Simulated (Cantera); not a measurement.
A perfectly stirred reactor is fed with 21.7 % CO, 16.9 % H₂, 12.9 % O₂, 48.4 % N₂, equivalence ratio 1.5, at 1880 Torr; it is adiabatic with a 423 K inlet, and is followed from long to short residence time, starting on the burning branch (τ in s: 0.16, 0.047, 0.014, 0.0043, 0.0013, 0.00039, 0.00012, 3.6e-05, 1.1e-05, 3.2e-06).

Cantera simulation using GRI-Mech 3.0 (53 species, 325 reactions); the numbers are that mechanism's predictions, not measurements. The hydrogen kinetics of GRI-Mech 3.0 are dated; newer H2 mechanisms differ, most at raised pressure.

Q: Predict: blow-out, bracketed by the residence times tried; x(CO) at τ = 0.160 s; x(H₂) at τ = 0.160 s; x(O₂) at τ = 0.160 s; x(N₂O) at τ = 0.160 s; x(CO₂) at τ = 0.160 s; x(CO) at τ = 0.390 ms; x(H₂) at τ = 0.390 ms; x(O₂) at τ = 0.390 ms; x(N₂O) at τ = 0.390 ms; x(CO₂) at τ = 0.390 ms.

A: 
* **blow-out, bracketed by the residence times tried**: burning at 11.0 µs, out at 3.20 µs
* **x(CO) at τ = 0.160 s**: 0.122
* **x(H₂) at τ = 0.160 s**: 0.0270
* **x(O₂) at τ = 0.160 s**: 0.000216
* **x(N₂O) at τ = 0.160 s**: 3.44e-8
* **x(CO₂) at τ = 0.160 s**: 0.127
* **x(CO) at τ = 0.390 ms**: 0.127
* **x(H₂) at τ = 0.390 ms**: 0.0304
* **x(O₂) at τ = 0.390 ms**: 0.00581
* **x(N₂O) at τ = 0.390 ms**: 7.77e-8
* **x(CO₂) at τ = 0.390 ms**: 0.118
